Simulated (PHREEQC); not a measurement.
Make-up at 25 °C: 9.4 mmol/kgw NaH2PO4, 0.12 mmol/kgw Na2SO4 and 0.039 mmol/kgw NaCl. Closed to the air; pH follows from the charge balance.

Computed with PHREEQC (ion-association model, wateq4f.dat).

Q: The ionic strength comes out as 0.00985 mol/kgw. What activity coefficients do Na+, HPO4-2, H+, SO4-2, H2PO4- get?

A: Na+ 0.90, HPO4-2 0.67, H+ 0.91, SO4-2 0.67, H2PO4- 0.91.

No solid was allowed to form. H3PO4, which wateq4f.dat lacks, is added to it with the constant of phreeqc.dat.
